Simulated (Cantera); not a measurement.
A closed system holds: 1 mol PbO, 1.4 mol CO, 6.2 mol C, at 1473.15 K and 540 Torr.

These are equilibrium values from Cantera (NASA tables, ideal gas, pure condensed phases), not measurements of a reactor. Candidate condensed phases: C, Pb, PbO, PbO2, Pb3O4; 15 gas species. The numbers say what is thermodynamically allowed, not how fast it happens.

Problem. What is the equilibrium state?

Solution. 
```
Quantity            Value
--------------  ---------
x(CO)               0.973
x(Pb)              0.0262
x(CO2)           0.000576
x(Pb2)            9.22e-6
n(C(graphite))   5.20 mol
n(Pb(l))        0.935 mol
gas amount      2.463 mol
```
